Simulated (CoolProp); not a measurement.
A simple Rankine cycle with water: condensing at 325.15 K, boiler at 20 MPa, turbine inlet 788.8 K, turbine efficiency 0.7, pump efficiency 0.8, no recuperator. Each further row changes one setting.

Computed with CoolProp (reference Helmholtz-energy equation of state, Wagner 2002).

```
case                             thermal efficiency (%)  net work (kJ/kg)  heat in (kJ/kg)  turbine exit temperature (K)  volume ratio over the turbine
-------------------------------  ----------------------  ----------------  ---------------  ----------------------------  -----------------------------
as stated                                          28.8               879             3050                         325.2                            651
turbine inlet 808.8 K                              29.1               905             3110                         325.2                            632
condensing temperature 317.15 K                    29.5               910             3080                         317.2                            944
boiler pressure 14 MPa                             28.3               886             3130                         325.2                            446
turbine efficiency 0.6                             24.6               750             3050                         325.2                            690
```

The expansion ends wet for: as stated; turbine inlet 808.8 K; condensing temperature 317.15 K; boiler pressure 14 MPa; turbine efficiency 0.6.
